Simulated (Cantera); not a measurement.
A closed system holds: 1 mol Si2H6, 0.23 mol HCl, 3.1 mol H2, equilibrated at 750 Torr.

Method: chemical equilibrium by Gibbs-energy minimisation in Cantera with the NASA 1993 tables (ideal gas, pure condensed phases). Candidate condensed phases: Si; 19 gas species. The feed counts by its element totals alone. The tables' values for SiCl3 are old estimates; treat these amounts as uncertain. Kinetics and transport are ignored.

x: gas mole fraction; n: condensed amount in mol.

| T (K) | x H2 | x HCl | x SiHCl3 | x SiCl4 | n Si(s) |
|---|---|---|---|---|---|
| 850 | 0.988 | 0.00121 | 0.00572 | 0.00424 | 1.93 |
| 900 | 0.987 | 0.00211 | 0.00551 | 0.00414 | 1.93 |
| 950 | 0.987 | 0.00343 | 0.00525 | 0.00398 | 1.94 |
| 1000 | 0.985 | 0.00528 | 0.00491 | 0.00373 | 1.94 |
| 1050 | 0.983 | 0.00770 | ? | 0.00337 | 1.94 |
| 1100 | 0.981 | 0.0107 | ? | 0.00291 | 1.95 |
| 1150 | 0.979 | 0.0141 | ? | 0.00236 | 1.96 |
| 1200 | 0.976 | 0.0178 | ? | 0.00176 | 1.96 |
| 1250 | 0.973 | 0.0213 | ? | 0.00119 | 1.97 |
| 1300 | 0.971 | 0.0243 | ? | 0.000722 | 1.97 |
| 1350 | 0.970 | 0.0265 | ? | 0.000395 | 1.98 |

**Question.** What belongs in the gaps?

**Answer.** 
- 1050, x SiHCl3: 0.00447
- 1100, x SiHCl3: 0.00394
- 1150, x SiHCl3: 0.00332
- 1200, x SiHCl3: 0.00263
- 1250, x SiHCl3: 0.00194
- 1300, x SiHCl3: 0.00131
- 1350, x SiHCl3: 0.000827
